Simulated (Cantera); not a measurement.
Feed: 1 mol CF4, 0.016 mol CH4, 2.6 mol F2, equilibrated at 69.0 Pa.

Equilibrium computed with Cantera from the NASA thermochemical tables; the gas is ideal and each condensed phase is pure. Candidate condensed phases: C, C6H6, C7H8, C8H18; 95 gas species. Equilibrium is a limit: real reactors are often held back by kinetics, nucleation or transport. All values below are at 2900 K.

Base state: F 0.920, CF 0.0399, C3 0.0150, C 0.0128, HF 0.00610, C2 0.00322, CF2 0.00273, H 0.000652 (mole fractions); condensed: gas only.

Question: What changes in the equilibrium state with this change: CH4 from 0.016 to 1 mol?

Answer: 
```json
[
 {"species": "F", "before": "0.920", "after": "0.521"},
 {"species": "HF", "before": "0.00610", "after": "0.319"},
 {"species": "H", "before": "0.000652", "after": "0.0602"},
 {"species": "C3", "before": "0.0150", "after": "0.0416"},
 {"species": "C", "before": "0.0128", "after": "0.0179"},
 {"species": "CF", "before": "0.0399", "after": "0.0317"},
 {"species": "H2", "before": "2.22e-8", "after": "0.000190"},
 {"species": "C2H", "before": "9.61e-7", "after": "0.000175"},
 {"species": "C5", "before": "4.35e-5", "after": "0.000237"},
 {"species": "C4", "before": "1.76e-5", "after": "6.82e-5"}
]
```

Question: What changes in the equilibrium state with this change: CF4 replaced by CH2F2?

Answer: 
```csv
species,before,after
F,0.920,0.657
HF,0.00610,0.230
H,0.000652,0.0344
C3,0.0150,0.0238
CF,0.0399,0.0332
C,0.0128,0.0149
H2,2.22e-8,6.19e-5
C2H,9.61e-7,6.88e-5
C5,4.35e-5,9.30e-5
C4,1.76e-5,3.23e-5
CF2,0.00273,0.00162
```
